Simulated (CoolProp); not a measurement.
Vapour-liquid equilibrium of dimethyl carbonate (1) + n-octane (2) at 129.35 °C; x and y are mole fractions of (1).

Computed with CoolProp (multi-fluid Helmholtz-energy mixture model, Zhou 2011 and Beckmüller 2019; pair parameters Bell 2016).

### Question
Give the bubble pressure and the first vapour's composition at x = 0.15, 0.35, 0.75. Is there an azeotrope?

### Answer
x = 0.15: 0.1991 MPa, y = 0.493; x = 0.35: 0.2631 MPa, y = 0.669; x = 0.75: 0.3095 MPa, y = 0.814. y crosses x between x = 0.85 and 0.95: the model has an azeotrope there.

The pair parameters rest on a limited set of measurements; away from them the model extrapolates.
